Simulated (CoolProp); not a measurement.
The fluid at 293.15 K and 0.338 MPa expands adiabatically to 0.0276 MPa with isentropic efficiency 0.7. The same conditions are run with several fluids, on thermodynamics alone (safety and materials aside).

Model: reference Helmholtz-energy equation of state of each fluid (chlorine: Thol 2021; CH3F (R41): Lemmon 2006; CH2F2 (R32): Tillner-Roth 1997; C2F6 (R116): Lemmon 2006), in CoolProp.

| fluid | work (kJ/kg) | final temperature (K) | final phase | final density (kg/m³) |
|---|---|---|---|---|
| chlorine | ? | ? | two-phase, vapour fraction 0.955 | ? |
| CH3F (R41) | ? | 198.6 | gas | 0.575 |
| CH2F2 (R32) | ? | 203.6 | gas | ? |
| C2F6 (R116) | 27.4 | 252.9 | gas | ? |

Question: Complete the blanks.

Answer: 
- chlorine, work (kJ/kg): 46.2
- chlorine, final temperature (K): 213.3
- chlorine, final density (kg/m³): 1.17
- CH3F (R41), work (kJ/kg): 92.9
- CH2F2 (R32), work (kJ/kg): 62.7
- CH2F2 (R32), final density (kg/m³): 0.862
- C2F6 (R116), final density (kg/m³): 1.82
